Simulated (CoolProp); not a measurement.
The numbers come from the reference Helmholtz-energy equation of state, Zhou 2011 in CoolProp.

Give the vapour pressure (kPa), liquid density (kg/m³), vapour density (kg/m³) of saturated dimethyl carbonate at 134.15 °C.


| T (°C) | p (kPa) | liquid density (kg/m³) | vapour density (kg/m³) |
|---|---|---|---|
| 134.15 | 346 | 908 | 9.89 |
